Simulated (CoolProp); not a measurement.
Vapour-liquid equilibrium of hydrogen chloride (1) + n-butane (2) at 260.4 K; x and y are mole fractions of (1).

Model: multi-fluid Helmholtz-energy mixture model, Thol 2018 and Bücker 2006; pair parameters Bell 2016, in CoolProp.

```json
[
 {"x": "0.05", "bubble pressure (bar)": "2.155", "y at the bubble point": "0.712", "dew pressure at overall composition x (bar)": "0.6532", "liquid density (mol/L)": "10.93"},
 {"x": "0.2", "bubble pressure (bar)": "6.475", "y at the bubble point": "0.906", "dew pressure at overall composition x (bar)": "0.7768", "liquid density (mol/L)": "12.12"},
 {"x": "0.35", "bubble pressure (bar)": "9.666", "y at the bubble point": "0.940", "dew pressure at overall composition x (bar)": "0.9569", "liquid density (mol/L)": "13.54"},
 {"x": "0.5", "bubble pressure (bar)": "11.75", "y at the bubble point": "0.954", "dew pressure at overall composition x (bar)": "1.244", "liquid density (mol/L)": "15.29"},
 {"x": "0.65", "bubble pressure (bar)": "13.34", "y at the bubble point": "0.963", "dew pressure at overall composition x (bar)": "1.774", "liquid density (mol/L)": "17.51"},
 {"x": "0.8", "bubble pressure (bar)": "15.05", "y at the bubble point": "0.974", "dew pressure at overall composition x (bar)": "3.089", "liquid density (mol/L)": "20.51"},
 {"x": "0.95", "bubble pressure (bar)": "17.34", "y at the bubble point": "0.992", "dew pressure at overall composition x (bar)": "11.18", "liquid density (mol/L)": "24.85"}
]
```

No azeotrope shows between x = 0.05 and 0.95.

The pair parameters rest on a limited set of measurements; away from them the model extrapolates. With so large a gap from Raoult's law the liquid may split in two, which this calculation doesn't test in full.
